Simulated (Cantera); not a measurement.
Feed: 1 mol CCl4, 0.21 mol F2, at 2125 °C and 3.10 mbar.

Method: chemical equilibrium by Gibbs-energy minimisation in Cantera with the NASA 1993 tables (ideal gas, pure condensed phases). Candidate condensed phases: C; 27 gas species. Rates play no part.

Base state: Cl 0.909, F 0.0832, CF2 0.00513, CF 0.00196, Cl2 0.000369, ClF 5.71e-5, C3 3.06e-5, C 1.24e-5 (mole fractions); condensed: C(graphite).

Question: What changes in the equilibrium state with this change: F2 from 0.21 to 0.017 mol?

Answer: 
```
species             before     after
----------------  --------  --------
Cl                   0.909     0.991
F                   0.0832   0.00814
Cl2               0.000369  0.000439
CF2                0.00513   4.91e-5
CF                 0.00196  0.000191
ClF                5.71e-5   6.08e-6
C                  1.24e-5   1.24e-5
C3                 3.06e-5   3.06e-5
C(graphite), mol     0.968     0.999
```

Question: What changes in the equilibrium state with this change: F2 from 0.21 to 0.5 mol?

Answer: 
```csv
species,before,after
Cl,0.909,0.815
F,0.0832,0.161
CF2,0.00513,0.0193
CF4,2.78e-6,3.91e-5
CF3,7.83e-6,5.69e-5
"C(graphite), mol",0.968,0.886
```

Question: What changes in the equilibrium state with this change: temperature from 2125 °C to 2727 °C?

Answer: 
| species | before | after |
|---|---|---|
| Cl | 0.909 | 0.835 |
| F | 0.0832 | 0.0798 |
| C3 | 3.06e-5 | 0.0565 |
| C | 1.24e-5 | 0.0135 |
| C4 | 1.24e-8 | 0.000157 |
| C5 | 5.73e-8 | 0.000703 |
| C(graphite), mol | 0.968 | 0 |
The tables' values for CCl are old estimates; treat these amounts as uncertain.
